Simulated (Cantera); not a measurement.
Mixture: C3H8 : O2 : N2 = 1 : 4.17 : 16.7 (molar parts), equivalence ratio 1.2, at 1.18 atm, adiabatic and at constant pressure. Ignition delay is the time to a rise of 400 K.

Computed with Cantera and GRI-Mech 3.0 (53 species, 325 reactions). GRI-Mech 3.0 was tuned for natural gas; its chemistry of propane as a main component is partial and can be far from experiment.

Q: What does this change do: N2 16.7 to 34 parts?

A: 
```json
[
 {"quantity": "delay at 1298 K", "before": "0.987 ms", "after": "1.54 ms"},
 {"quantity": "delay at 1348 K", "before": "0.452 ms", "after": "0.708 ms"},
 {"quantity": "delay at 1398 K", "before": "0.228 ms", "after": "0.357 ms"},
 {"quantity": "delay at 1448 K", "before": "0.126 ms", "after": "0.197 ms"},
 {"quantity": "delay at 1498 K", "before": "75.2 µs", "after": "0.118 ms"},
 {"quantity": "delay at 1548 K", "before": "48.3 µs", "after": "75.9 µs"},
 {"quantity": "delay at 1598 K", "before": "33.0 µs", "after": "52.0 µs"},
 {"quantity": "apparent activation energy between 1498 and 1598 K", "before": "160 kJ/mol", "after": "160 kJ/mol"}
]
```
